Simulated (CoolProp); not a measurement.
A single-stage vapour-compression cycle with R21: evaporating at 326.15 K (dew point), condensing at 379.15 K (bubble point), superheat 8 K, subcooling 8 K, compressor efficiency 0.7, no pressure losses. Each further row changes one setting.

The numbers come from the reference Helmholtz-energy equation of state, Platzer 1990 in CoolProp. This equation is an older, rougher fit; its heat capacities, sound speeds and derivatives of the liquid may be far off and weren't checked against measurements.

```csv
case,cooling COP,pressure ratio,discharge temperature (K),refrigerating effect (kJ/kg),volumetric capacity (kJ/m³)
as stated,3.63,3.48,417.2,168,2930
evaporating temperature 331.15 K,4.14,3.04,413.7,170,3390
condensing temperature 374.15 K,4.11,3.15,410.0,173,3030
subcooling 13 K,3.76,3.48,417.2,173,3030
superheat 18 K,3.63,3.48,428.2,175,2940
compressor efficiency 0.6,3.11,3.48,426.6,168,2930
```
